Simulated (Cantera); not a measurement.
Cantera run:

```python
import numpy as np
import cantera as ct

gas_names = """
    Ca CaO CaOH CaO2H2 Ca2 H HO2 H2 H2O H2O2 O OH O2 O3
""".split()
cond_names = """
    Ca(a) Ca(b) Ca(L) CaO(s) CaO(L) CaO2H2(s) H2O(s) H2O(L)
""".split()


def load(file, names, dense=False):
    # The tables refer to 1 bar. Condensed volumes are neglected.
    table = {s.name: s for s in ct.Species.list_from_file(file)}
    out = []
    for n in names:
        d = dict(table[n].input_data)
        d["thermo"] = dict(d["thermo"], **{"reference-pressure": 1e5})
        if dense:
            d["equation-of-state"] = {"model": "constant-volume", "density": "1e6 g/cm^3"}
        out.append(ct.Species.from_dict(d))
    return out


gas = ct.Solution(thermo="ideal-gas", species=load("nasa_gas.yaml", gas_names))
cond = {s.name: ct.Solution(thermo="fixed-stoichiometry", species=[s], name=s.name)
        for s in load("nasa_condensed.yaml", cond_names, dense=True)}
atoms = {
    'Ca(OH)2': {'Ca': 1, 'O': 2, 'H': 2},
    'H2': {'H': 2},
}
top_T = {}  # K; cautious upper limits of use, not melting points


def equilibrate(T, P, feed):
    n = {}
    for name, mol in feed.items():
        for a, k in atoms[name].items():
            n[a] = n.get(a, 0.0) + k * mol
    gas.TPX = T, P, n
    mass = sum(n.values()) * gas.mean_molecular_weight
    gas.equilibrate("TP")
    valid = [c for c in cond.values() if c.min_temp <= T <= top_T.get(c.name, c.max_temp)]
    mix = ct.Mixture([(gas, mass / gas.mean_molecular_weight)] + [(c, 0.0) for c in valid])
    mix.T, mix.P = T, P
    mix.equilibrate("TP", solver="vcs", rtol=1e-11, max_steps=5000)
    return mix


results = []
feed = {'Ca(OH)2': 1, 'H2': 2.2}  # mol
T = 1375  # K
P = 1333.22  # Pa
mix = equilibrate(T, P, feed)
results.append((T, P, feed, dict(zip(mix.species_names, mix.species_moles))))
print(gas.report(threshold=1e-05))
for i in range(1, mix.n_phases):
    print(f"{mix.phase(i).name:16s} {mix.phase_moles(i):12.5e} mol")
```

Result:

```
       temperature   1375 K
          pressure   1333.2 Pa
           density   0.00081814 kg/m^3
  mean mol. weight   7.0156 kg/kmol
   phase of matter   gas

                          1 kg             1 kmol
                     ---------------   ---------------
          enthalpy       -5.7147e+06       -4.0092e+07  J
   internal energy       -7.3443e+06       -5.1525e+07  J
           entropy             34096         2.392e+05  J/K
    Gibbs function       -5.2597e+07         -3.69e+08  J
 heat capacity c_p            5169.8             36269  J/K
 heat capacity c_v            3984.6             27955  J/K

                      mass frac. Y      mole frac. X     chem. pot. / RT
                     ---------------   ---------------   ---------------
                 H        3.5353e-06        2.4606e-05           -11.523
                H2           0.19755           0.68748           -23.045
               H2O           0.80244            0.3125           -52.586
     [  +11 minor]        7.5392e-07        2.2655e-07

Ca(L)             0.00000e+00 mol
CaO(s)            1.00000e+00 mol
```

These are equilibrium values from Cantera (NASA tables, ideal gas, pure condensed phases), not measurements of a reactor.
